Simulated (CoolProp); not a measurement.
Cyclopentane at 293.15 K and 1.23 MPa is throttled through a valve to 0.692 MPa with no heat exchange. Each further row changes one setting.

Computed with CoolProp (reference Helmholtz-energy equation of state, Gedanitz 2015).

```csv
case,temperature change (K),final density (kg/m³)
as stated,+0.2,746
outlet pressure 0.208 MPa,+0.5,745
outlet pressure 0.9 MPa,+0.2,746
```
